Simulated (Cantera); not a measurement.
Input: 1 mol FeS₂, 2800 mol H₂, at 0.720 bar.

Method: chemical equilibrium by Gibbs-energy minimisation in Cantera with the NASA 1993 tables (ideal gas, pure condensed phases). Candidate condensed phases: Fe, FeS, FeS₂, S; 8 gas species. The numbers say what is thermodynamically allowed, not how fast it happens.

Problem. Which condensed phases are stable at each of these points (T (°C)): 825, 975, 1125, 1275, 1425, 1575, 1725?

Solution. 
| T (°C) | condensed phases | Fe condensed (%) |
|---|---|---|
| 825 | Fe(α) | 100.0 |
| 975 | Fe(γ) | 100.0 |
| 1125 | Fe(γ) | 100.0 |
| 1275 | Fe(γ) | 99.8 |
| 1425 | Fe(δ) | 97.6 |
| 1575 | Fe(l) | 77.8 |
| 1725 | gas only | 0.0 |

At 825 °C the condensed part is Fe(α). From 975 °C to 1275 °C the condensed part is Fe(γ). At 1425 °C the condensed part is Fe(δ). At 1575 °C the condensed part is Fe(l). At 1725 °C nothing is condensed.
